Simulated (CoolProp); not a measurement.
A simple Rankine cycle with propyne: condensing at 302.15 K, boiler at 1.87 MPa, turbine inlet 349.7 K, turbine efficiency 0.75, pump efficiency 0.6, no recuperator. Each further row changes one setting.

Computed with CoolProp (reference Helmholtz-energy equation of state, Polt 1992). This equation is an older, rougher fit; its heat capacities, sound speeds and derivatives of the liquid may be far off and weren't checked against measurements.

| case | thermal efficiency (%) | net work (kJ/kg) | heat in (kJ/kg) | turbine exit temperature (K) | volume ratio over the turbine |
|---|---|---|---|---|---|
| as stated | ___ | 40.1 | 501 | 302.7 | 2.83 |
| turbine inlet 369.7 K | ___ | ___ | 547 | ___ | 2.79 |
| condensing temperature 294.15 K | 9.4 | 49.0 | 520 | 294.1 | ___ |
| boiler pressure 1.31 MPa | ___ | 29.8 | 525 | 321.1 | 1.96 |
| turbine efficiency 0.65 | 6.8 | 34.3 | 501 | 305.8 | 2.88 |

Question: Fill in the missing entries.

Answer: 
- as stated, thermal efficiency (%): 8.0
- turbine inlet 369.7 K, thermal efficiency (%): 8.3
- turbine inlet 369.7 K, net work (kJ/kg): 45.2
- turbine inlet 369.7 K, turbine exit temperature (K): 325.1
- condensing temperature 294.15 K, volume ratio over the turbine: 3.53
- boiler pressure 1.31 MPa, thermal efficiency (%): 5.7

The expansion ends wet for: condensing temperature 294.15 K.
